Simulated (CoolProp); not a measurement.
The fluid at 298.15 K and 11.6 MPa flows at 24 m/s in a round tube of 25 mm bore and 15 µm roughness, fully developed (64/Re and Nu = 3.66 if laminar; Colebrook and Gnielinski if turbulent). The same conditions are run with several fluids, on thermodynamics alone (safety and materials aside).

Values from CoolProp's reference Helmholtz-energy equation of state of each fluid (ammonia: Gao 2020; R227EA: Lemmon 2016; methanol: de Reuck 1993; m-xylene: Zhou 2012; benzene: Thol 2012).

```tsv
fluid	Reynolds number	Darcy friction factor	pressure drop (Pa/m)	heat-transfer coefficient (W/(m² K))	mass flow (kg/h)
ammonia	?	0.0176	124000	135000	26000
R227EA	?	0.0176	295000	39600	?
methanol	?	0.0179	165000	41100	33800
m-xylene	?	0.0179	?	28100	36800
benzene	796000	?	183000	29400	37400
```

Task: What belongs in the gaps?

Result: 
- ammonia, Reynolds number: 2620000
- R227EA, Reynolds number: 2900000
- R227EA, mass flow (kg/h): 61800
- methanol, Reynolds number: 822000
- m-xylene, Reynolds number: 818000
- m-xylene, pressure drop (Pa/m): 179000
- benzene, Darcy friction factor: 0.0180

Transport values come from each fluid's own correlations; those of R227EA are estimates that may be off by 10 % or more.
